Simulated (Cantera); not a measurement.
Feed: 1 mol MgCO3, 6.4 mol O2, 2.8 mol N2, equilibrated at 1325 °C and 0.100 bar.

Method: chemical equilibrium by Gibbs-energy minimisation in Cantera with the NASA 1993 tables (ideal gas, pure condensed phases). Candidate condensed phases: C, Mg, MgCO3, MgO; 28 gas species. Equilibrium is a limit: real reactors are often held back by kinetics, nucleation or transport.

Base state: O2 0.626, N2 0.274, CO2 0.0980, NO 0.00195, O 3.55e-5 (mole fractions); condensed: MgO(s).

**Question.** What changes in the equilibrium state with this change: temperature from 1325 °C to 1200 °C?

**Answer.** 
| species | before | after |
|---|---|---|
| O2 | 0.626 | 0.627 |
| N2 | 0.274 | 0.274 |
| CO2 | 0.0980 | 0.0980 |
| NO | 0.00195 | 0.00109 |
| O | 3.55e-5 | 7.00e-6 |
| MgO(s), mol | 1.00 | 1.00 |
